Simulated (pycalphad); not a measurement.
Computed with pycalphad from the COST 507 light-alloy database (1999), at 1 atm. No gas phase is included, though pure Mg would boil below 1377 °C. These are 1990s assessments: newer ones move some temperatures and phases. The system is extrapolated from its subsystems; higher-order compounds may be missing. Kinetics are ignored, which matters at the lower temperatures.

Molar enthalpy of Al-0.31Mg-0.21Si-0.14Fe (at.%) in equilibrium (SER reference):

```
T (°C)  H (kJ/mol)                                    phases
------  ----------  ----------------------------------------
1377         51.49                                    liquid
1297         48.95                                    liquid
1217         46.41                                    liquid
1137         43.87                                    liquid
1057         41.33                                    liquid
977          38.79                                    liquid
897          36.25                                    liquid
817          33.71                                    liquid
737          31.17                                    liquid
697          29.90                                    liquid
657          28.63                                    liquid
617          16.64                             fcc + AL13FE4
577          15.35                             fcc + AL13FE4
497          12.83                        fcc + ALFESI_ALPHA
417          10.43          fcc + ALFESI_BETA + ALFESI_ALPHA
337           8.02  fcc + ALFESI_ALPHA + MG2SI + ALFESI_BETA
257           5.75                fcc + ALFESI_ALPHA + MG2SI
177           3.59                fcc + ALFESI_ALPHA + MG2SI
97            1.51                fcc + ALFESI_ALPHA + MG2SI
```

Cooling from 657 °C to 617 °C, across the freezing range, releases 12.0 kJ/mol, or 444 J/g. The slope is 32 J/(mol K) in the liquid and 32 J/(mol K) just below the solidus, where it includes any heat of precipitation. Liquidus 657 °C, solidus 637 °C. Changes were sought between steps of 40 K, so a narrower field can be missed.

Database names, with the compositions (at.%) that they take in these runs: AL13FE4: Al 76 Fe 24; ALFESI_ALPHA: Al 72-74 Fe 19 Si 7-9; ALFESI_BETA: Al 70 Si 15 Fe 15; MG2SI: Mg 67 Si 33.
